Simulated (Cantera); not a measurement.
**Metals in furnace atmospheres: Fe + CO2 + N2**

Input: 1 mol Fe, 0.012 mol CO2, 130 mol N2, at 1775 °C.

Cantera equilibrium calculation (NASA polynomials, part measured and part estimated; ideal gas, pure solids and liquids). Candidate condensed phases: C, Fe, Fe(CO)5, FeO, Fe2O3, Fe3O4; 27 gas species. Each liquid is taken as pure. Mutual solubility and eutectic melting of coexisting phases are not modelled. The tables' stoichiometric FeO is somewhat more stable than real wüstite, so its field is too wide. FeO: taken at fixed stoichiometry. Kinetics and transport are ignored.

```
P (Pa)    x N2      x Fe     x CO      x O    x FeO     x NO    x CO2     x O2  n Fe(l)  n FeO(l)
-------  -----  --------  -------  -------  -------  -------  -------  -------  -------  --------
10       0.992   0.00763  9.12e-5  7.12e-5  3.08e-6  1.58e-5  3.46e-7  5.52e-7        0         0
41       0.992   0.00762  9.05e-5  5.40e-5  9.56e-6  2.43e-5  1.07e-6  1.30e-6        0         0
160      0.992   0.00761  8.91e-5  3.31e-5  2.28e-5  2.94e-5  2.51e-6  1.90e-6        0         0
670      0.992   0.00759  8.70e-5  1.47e-5  4.24e-5  2.68e-5  4.57e-6  1.58e-6        0         0
2700     0.992   0.00757  8.53e-5  5.16e-6  5.97e-5  1.89e-5  6.33e-6  7.81e-7        0         0
11000    0.994   0.00561  8.35e-5  1.69e-6  5.91e-5  1.25e-5  8.29e-6  3.43e-7    0.258   0.00124
45000    0.999   0.00137  8.38e-5  4.14e-7  1.45e-5  6.20e-6  8.33e-6  8.39e-8    0.812   0.00815
180000   1.000  0.000343  8.39e-5  1.04e-7  3.61e-6  3.10e-6  8.34e-6  2.10e-8    0.945    0.0100
740000   1.000   8.34e-5  8.40e-5  2.52e-8  8.79e-7  1.53e-6  8.34e-6  5.10e-9    0.978    0.0106
3000000  1.000   2.06e-5  8.40e-5  6.21e-9  2.17e-7  7.60e-7  8.34e-6  1.26e-9    0.987    0.0108
```
x: gas mole fraction; n: condensed amount in mol.

From 10.0 Pa to 2700 Pa nothing is condensed. From 11000 Pa to 3000000 Pa the condensed part is Fe(l) + FeO(l). The main Fe-bearing gas is Fe throughout.
